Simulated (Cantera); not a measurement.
## Formation from one mole of O₂

Source: NASA polynomial tables (part measured, part estimated), evaluated in Cantera. Values are per mole of reaction as written; species without (g) are pure solids or liquids, kept so even where they would boil at 1 bar.

1.143 Ti + O₂(g) = 0.2857 Ti₄O₇

| T (K) | ΔH° (kJ) | ΔS° (J/K) | ΔG° (kJ) | log10 K |
|---|---|---|---|---|
| 1775 | -959.2 | -167.4 | -662.1 | 19.48 |
| 1800 | -959.0 | -167.2 | -658.0 | 19.09 |
| 1825 | -958.8 | -167.1 | -653.8 | 18.71 |
| 1850 | -958.5 | -167.0 | -649.6 | 18.34 |
| 1875 | -958.3 | -166.9 | -645.4 | 17.98 |

0.6667 Cr + O₂(g) = 0.6667 CrO₃(g)

```tsv
T (K)	ΔH° (kJ)	ΔS° (J/K)	ΔG° (kJ)	log10 K
1775	-204.0	-52.2	-111.3	3.28
1800	-204.4	-52.4	-110.0	3.19
1825	-204.7	-52.6	-108.7	3.11
1850	-205.1	-52.8	-107.4	3.03
1875	-205.5	-53.0	-106.0	2.95
```

Nb + O₂(g) = NbO₂(g)

```json
[
 {"T (K)": "1775", "ΔH° (kJ)": "-211.9", "ΔS° (J/K)": "17.4", "ΔG° (kJ)": "-242.9", "log10 K": "7.15"},
 {"T (K)": "1800", "ΔH° (kJ)": "-212.2", "ΔS° (J/K)": "17.3", "ΔG° (kJ)": "-243.3", "log10 K": "7.06"},
 {"T (K)": "1825", "ΔH° (kJ)": "-212.5", "ΔS° (J/K)": "17.1", "ΔG° (kJ)": "-243.8", "log10 K": "6.98"},
 {"T (K)": "1850", "ΔH° (kJ)": "-212.8", "ΔS° (J/K)": "16.9", "ΔG° (kJ)": "-244.2", "log10 K": "6.89"},
 {"T (K)": "1875", "ΔH° (kJ)": "-213.1", "ΔS° (J/K)": "16.8", "ΔG° (kJ)": "-244.6", "log10 K": "6.81"}
]
```

2 H₂(g) + O₂(g) = 2 H₂O(g)

| T (K) | ΔH° (kJ) | ΔS° (J/K) | ΔG° (kJ) | log10 K |
|---|---|---|---|---|
| 1775 | -501.9 | -115.4 | -297.1 | 8.74 |
| 1800 | -502.0 | -115.4 | -294.2 | 8.54 |
| 1825 | -502.1 | -115.5 | -291.3 | 8.34 |
| 1850 | -502.2 | -115.5 | -288.4 | 8.14 |
| 1875 | -502.3 | -115.6 | -285.5 | 7.95 |
